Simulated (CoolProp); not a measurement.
Saturation properties of sulfur hexafluoride.

Model: reference Helmholtz-energy equation of state, Guder 2009, in CoolProp.

```
T (K)  p (MPa)  enthalpy of vaporisation (kJ/kg)  vapour Z
-----  -------  --------------------------------  --------
236.3   0.3841                             105.0    0.8996
245.1   0.5270                               ___    0.8746
253.9      ___                             96.10    0.8460
262.7   0.9272                             90.95    0.8131
271.5    1.196                             85.18    0.7756
280.3    1.517                             78.63    0.7325
289.1    1.900                               ___    0.6824
297.8    2.344                             61.92    0.6232
306.6    2.871                             49.95    0.5473
```

**Question.** Fill in the missing entries.

**Answer.** 
- 245.1, enthalpy of vaporisation (kJ/kg): 100.8
- 253.9, p (MPa): 0.7062
- 289.1, enthalpy of vaporisation (kJ/kg): 71.02
